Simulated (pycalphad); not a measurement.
**Effect of Hf content in Ti-Hf-B**

All values are pycalphad results on the COST 507 light-alloy database (1999) (1 atm), not direct measurements. The database dates from 1999; later assessments differ in places, in temperatures and in the compounds included. Phase fractions are per mole of atoms. Kinetics are ignored, which matters at the lower temperatures.

Q: One of these alloys has its liquidus at 1919 K, its solidus at 1815 K, and holds hcp 0.99, BM 0.01 at 550 K. Which?
A. Ti-6.93Hf-0.48B (at.%)
B. Ti-1.15Hf-0.48B (at.%)
C. Ti-3.47Hf-0.48B (at.%)
D. Ti-0.58Hf-0.48B (at.%)
E. Ti-2.31Hf-0.48B (at.%)
F. Ti-1.73Hf-0.48B (at.%)

A: A, Ti-6.93Hf-0.48B (at.%). The others: Ti-0.58Hf-0.48B (at.%), liquidus 1929, solidus 1814; Ti-1.15Hf-0.48B (at.%), liquidus 1928, solidus 1814; Ti-1.73Hf-0.48B (at.%), liquidus 1927, solidus 1814; Ti-2.31Hf-0.48B (at.%), liquidus 1926, solidus 1814; Ti-3.47Hf-0.48B (at.%), liquidus 1924, solidus 1815

Database names, with the compositions (at.%) that they take in these runs: BM: Ti 49 B 50 Hf 0.
